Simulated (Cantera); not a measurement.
Cantera run:

```python
import numpy as np
import cantera as ct

gas_names = """
    B BCL BCL2 BCL3 BN BO BOCL BO2 B2 B2O B2O2 B2O3 B3O3CL3 CL CLO CL2 N NO NO2 NO3 N2 N2O O O2 O3
""".split()
cond_names = """
    B(b) B(L) BN(s) B2O3(L)
""".split()


# ... load() reads the species with a 1 bar reference pressure and builds the phases ...
atoms = {
    'BCl3': {'B': 1, 'CL': 3},
    'O2': {'O': 2},
    'N2': {'N': 2},
}
top_T = {'BN(s)': 3200}  # K; cautious upper limits of use, not melting points


# ... equilibrate(T, P, feed) seeds the gas with the atoms and calls Mixture.equilibrate('TP', solver="vcs", rtol=1e-11, max_steps=5000) ...
results = []
feed = {'BCl3': 1, 'O2': 10, 'N2': 190}  # mol
P = 15  # Pa
for T in [948, 1098, 1248, 1398, 1548, 1698, 1848, 1998, 2148, 2298, 2448]:
    mix = equilibrate(T, P, feed)
    results.append((T, P, feed, dict(zip(mix.species_names, mix.species_moles))))

top = {s: max(r[3][s] / sum(r[3][g] for g in gas_names) for r in results) for s in gas_names}
cols = sorted((s for s in top if top[s] > 1e-05), key=lambda s: -top[s])[:8]
seen = [c for c in cond_names if any(r[3].get(c, 0) > 1e-12 for r in results)]
print("log10 of partial pressures in bar; condensed amounts in mol")
print(f"{'T/K':>10s}" + "".join(f"{s[:9]:>10s}" for s in cols + seen))
for T, P, feed, n in results:
    ng = sum(n[g] for g in gas_names)
    print(f"{T:10.4g}" + "".join(f"{np.log10(max(n[s] / ng * P / 1e5, 1e-99)):10.3f}" for s in cols)
          + "".join(f"{n.get(c, 0):10.4g}" for c in seen))
```

Result:

```
log10 of partial pressures in bar; condensed amounts in mol
       T/K        N2         O        O2        CL       CL2        NO        BO       BO2   B2O3(L)
       948    -3.848   -13.108    -5.161    -6.760    -5.986    -8.880   -22.178   -12.975       0.5
      1098    -3.849   -11.206    -5.162    -5.955    -6.250    -8.194   -17.552   -10.461    0.4995
      1248    -3.851    -9.759    -5.164    -5.683    -7.134    -7.673   -14.056    -8.565    0.4392
      1398    -3.852    -8.621    -5.167    -5.658    -8.211    -7.264   -11.734    -7.494         0
      1548    -3.852    -7.703    -5.171    -5.656    -9.117    -6.934   -10.256    -7.024         0
      1698    -3.853    -6.948    -5.179    -5.655    -9.869    -6.666    -9.070    -6.667         0
      1848    -3.854    -6.322    -5.199    -5.656   -10.502    -6.448    -8.125    -6.420         0
      1998    -3.856    -5.806    -5.249    -5.657   -11.043    -6.280    -7.387    -6.289         0
      2148    -3.860    -5.397    -5.365    -5.661   -11.515    -6.173    -6.828    -6.289         0
      2298    -3.866    -5.114    -5.610    -5.666   -11.932    -6.153    -6.445    -6.462         0
      2448    -3.870    -4.964    -6.022    -5.671   -12.298    -6.235    -6.247    -6.848         0
```

These are equilibrium values from Cantera (NASA tables, ideal gas, pure condensed phases), not measurements of a reactor. The tables' values for BOCl are old estimates; treat these amounts as uncertain.
